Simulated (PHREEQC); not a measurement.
Consider water at 13 °C with 0.0065 mol/kgw NaHCO3 and 0.0019 mol/kgw NaCl. Closed to the air; pH follows from the charge balance.

Computed with PHREEQC (ion-association model, phreeqc.dat).

Q: The ionic strength comes out as 0.00843 mol/kgw. What activity coefficients do Na+, NaCO3-, HCO3-, Cl-, CO3-2 get?

A: Na+ 0.91, NaCO3- 0.91, HCO3- 0.91, Cl- 0.91, CO3-2 0.70.

No solid was allowed to form. Species that the database lacks are ignored. Constants without temperature data keep their 25 °C values here.
